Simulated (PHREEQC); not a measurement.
Solution (20 °C and 300 atm): 0.11 mol/kgw Cu(NO3)2 and 0.00083 mol/kgw Ca(NO3)2. Closed to the air; pH follows from the charge balance.

The numbers come from PHREEQC with the ion-association model, phreeqc.dat.

Each row changes one thing in this solution. No solid was allowed to form.

```json
[
 {"case": "as made", "pH": "4.28", "ionic strength (mol/kgw)": "0.333"},
 {"case": "Cu(NO3)2 left out", "pH": "7.02", "ionic strength (mol/kgw)": "…"},
 {"case": "Ca(NO3)2 replaced by CaCl2 at the same molality", "pH": "4.28", "ionic strength (mol/kgw)": "0.332"},
 {"case": "Cu(NO3)2 replaced by Al(NO3)3 at the same molality", "pH": "…", "ionic strength (mol/kgw)": "0.661"},
 {"case": "Cu(NO3)2 replaced by CuCl2 at the same molality", "pH": "…", "ionic strength (mol/kgw)": "0.308"},
 {"case": "temperature from 20 to 85 °C", "pH": "…", "ionic strength (mol/kgw)": "0.332"},
 {"case": "Ca(NO3)2 from 0.00083 to 0.00166 mol/kgw", "pH": "4.28", "ionic strength (mol/kgw)": "…"}
]
```

What belongs in the gaps?


- Cu(NO3)2 left out, ionic strength (mol/kgw): 0.00249
- Cu(NO3)2 replaced by Al(NO3)3 at the same molality, pH: 3.30
- Cu(NO3)2 replaced by CuCl2 at the same molality, pH: 4.31
- temperature from 20 to 85 °C, pH: 3.53
- Ca(NO3)2 from 0.00083 to 0.00166 mol/kgw, ionic strength (mol/kgw): 0.335

Under pressure, the constants of complexes without a molar volume in the database are unreliable. Constants without temperature data keep their 25 °C values here.
